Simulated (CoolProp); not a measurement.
Vapour-liquid equilibrium of cyclohexane (1) + n-nonane (2) at 300.6 K; x and y are mole fractions of (1).

Model: multi-fluid Helmholtz-energy mixture model, Zhou 2014 and Lemmon 2006; pair parameters Bell 2016, in CoolProp.

Problem. Give the bubble pressure and the first vapour's composition at x = 0.05, 0.425, 0.725. Is there an azeotrope?

Solution. x = 0.05: 0.001485 MPa, y = 0.566; x = 0.425: 0.006490 MPa, y = 0.937; x = 0.725: 0.01058 MPa, y = 0.981. No azeotrope shows between x = 0.05 and 0.95.

Pair parameters are fitted to limited data, so mixtures are less certain than the pure fluids. The gap from Raoult's law changes sign with composition, which may be real or a fault of the pair parameters; it wasn't checked against measurements.
